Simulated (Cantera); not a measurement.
A closed system holds: 1 mol SiC, 0.041 mol C, 9.3 mol H₂, held at 2998.15 K and 1.00 bar.

Method: chemical equilibrium by Gibbs-energy minimisation in Cantera with the NASA 1993 tables (ideal gas, pure condensed phases). Candidate condensed phases: C, C₆H₆, C₇H₈, C₈H₁₈, Si, SiC; 87 gas species. Gases not in the tables: Si₂H₆ and higher silanes. Rates play no part.

Base state: H₂ 0.757, H 0.137, Si 0.0458, C₂H₂ (acetylene) 0.0228, SiC₂ 0.0188, Si₂C 0.00895, SiH 0.00558, SiH₂ 0.00149 (mole fractions); condensed: gas only.

Problem. What changes in the equilibrium state with this change: temperature from 2998.15 K to 2400 K?

Solution. 
| species | before | after |
|---|---|---|
| H₂ | 0.757 | 0.980 |
| H | 0.137 | 0.0157 |
| C₂H₂ (acetylene) | 0.0228 | 0.00265 |
| Si | 0.0458 | 0.000655 |
| SiC₂ | 0.0188 | 4.88e-5 |
| C₂ | 1.51e-5 | 3.44e-9 |
| C₃ | 0.000104 | 2.37e-8 |
| C | 3.48e-5 | 2.47e-8 |
| SiC | 0.000119 | 1.10e-7 |
| CH | 1.36e-5 | 3.80e-8 |
| SiC(s), mol | 0 | 0.988 |
